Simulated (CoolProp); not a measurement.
A simple Rankine cycle with methanol: condensing at 297.15 K, boiler at 0.225 MPa, turbine inlet 361.4 K, turbine efficiency 0.7, pump efficiency 0.6, no recuperator. Each further row changes one setting.

Computed with CoolProp (reference Helmholtz-energy equation of state, de Reuck 1993).

```
case                             thermal efficiency (%)  net work (kJ/kg)  heat in (kJ/kg)  turbine exit temperature (K)  volume ratio over the turbine
-------------------------------  ----------------------  ----------------  ---------------  ----------------------------  -----------------------------
as stated                                          11.3               140             1240                         297.2                           11.3
turbine inlet 381.4 K                              11.4               148             1290                         297.2                           10.8
condensing temperature 289.15 K                    12.7               160             1260                         289.1                           16.8
boiler pressure 0.158 MPa                           9.9               125             1260                         297.2                           7.94
turbine efficiency 0.6                              9.7               120             1240                         297.2                           11.5
```

The expansion ends wet for: as stated; turbine inlet 381.4 K; condensing temperature 289.15 K; boiler pressure 0.158 MPa; turbine efficiency 0.6.
